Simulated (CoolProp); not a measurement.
Vapour-liquid equilibrium of CH2F2 (R32) (1) + fluoroethane (R161) (2) at 169.4 K; x and y are mole fractions of (1).

Model: multi-fluid Helmholtz-energy mixture model, Tillner-Roth 1997 and Wu 2012; pair parameters Bell 2016, in CoolProp.

Give the bubble pressure and the first vapour's composition at x = 0.05, 0.5, 0.65. Is there an azeotrope?

x = 0.05: 1.302 kPa, y = 0.157; x = 0.5: 2.129 kPa, y = 0.695; x = 0.65: 2.316 kPa, y = 0.790. No azeotrope shows between x = 0.05 and 0.95.

Pair parameters are fitted to limited data, so mixtures are less certain than the pure fluids.
